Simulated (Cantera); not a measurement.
Cantera run:

```python
import numpy as np
import cantera as ct

gas_names = """
    F F2 N NF NF2 NF3 N2 Si SiF SiF2 SiF3 SiF4 SiN Si2 Si2N Si3
""".split()
cond_names = """
    Si(cr) Si(L) Si3N4(a)
""".split()


# ... load() reads the species with a 1 bar reference pressure and builds the phases ...
atoms = {
    'Si': {'Si': 1},
    'NF3': {'N': 1, 'F': 3},
}
top_T = {'Si3N4(a)': 2400}  # K; cautious upper limits of use, not melting points


# ... equilibrate(T, P, feed) seeds the gas with the atoms and calls Mixture.equilibrate('TP', solver="vcs", rtol=1e-11, max_steps=5000) ...
results = []
feed = {'Si': 1, 'NF3': 2.2}  # mol
P = 13332.2  # Pa
for T in [898, 923, 948, 973, 998, 1023, 1048, 1073, 1098, 1123, 1148, 1173, 1198]:
    mix = equilibrate(T, P, feed)
    results.append((T, P, feed, dict(zip(mix.species_names, mix.species_moles))))

top = {s: max(r[3][s] / sum(r[3][g] for g in gas_names) for r in results) for s in gas_names}
cols = sorted((s for s in top if top[s] > 1e-05), key=lambda s: -top[s])[:6]
seen = [c for c in cond_names if any(r[3].get(c, 0) > 1e-12 for r in results)]
print("log10 of partial pressures in bar; condensed amounts in mol")
print(f"{'T/K':>10s}" + "".join(f"{s[:9]:>10s}" for s in cols + seen))
for T, P, feed, n in results:
    ng = sum(n[g] for g in gas_names)
    print(f"{T:10.4g}" + "".join(f"{np.log10(max(n[s] / ng * P / 1e5, 1e-99)):10.3f}" for s in cols)
          + "".join(f"{n.get(c, 0):10.4g}" for c in seen))
```

Output:

```
log10 of partial pressures in bar; condensed amounts in mol
       T/K         F        F2        N2      SiF4       NF3
       898    -2.186    -1.379    -1.384    -1.404    -2.381
       923    -2.055    -1.377    -1.385    -1.412    -2.584
       948    -1.937    -1.385    -1.387    -1.420    -2.791
       973    -1.829    -1.402    -1.392    -1.428    -3.002
       998    -1.730    -1.427    -1.398    -1.436    -3.215
      1023    -1.641    -1.459    -1.405    -1.444    -3.432
      1048    -1.560    -1.499    -1.413    -1.453    -3.653
      1073    -1.489    -1.547    -1.422    -1.462    -3.879
      1098    -1.425    -1.603    -1.431    -1.472    -4.110
      1123    -1.370    -1.669    -1.441    -1.482    -4.348
      1148    -1.323    -1.742    -1.450    -1.492    -4.593
      1173    -1.284    -1.824    -1.459    -1.501    -4.844
      1198    -1.251    -1.913    -1.468    -1.509    -5.101
```

Equilibrium computed with Cantera from the NASA thermochemical tables; the gas is ideal and each condensed phase is pure.
